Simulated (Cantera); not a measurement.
Mixture: CH4 : CO : O2 : N2 = 1 : 0.062 : 3.22 : 12.1 (molar parts), at 4.93 atm, adiabatic and at constant volume. Ignition delay is the time to a rise of 400 K.

Detailed kinetics in Cantera: GRI-Mech 3.0 (53 species, 325 reactions).

Task: Predict: delay at 1200 K; delay at 1350 K; delay at 1500 K; delay at 1650 K; delay at 1800 K; apparent activation energy between 1650 and 1800 K.

Result: 
* **delay at 1200 K**: 8.01 ms
* **delay at 1350 K**: 1.28 ms
* **delay at 1500 K**: 0.267 ms
* **delay at 1650 K**: 72.4 µs
* **delay at 1800 K**: 25.0 µs
* **apparent activation energy between 1650 and 1800 K**: 170 kJ/mol
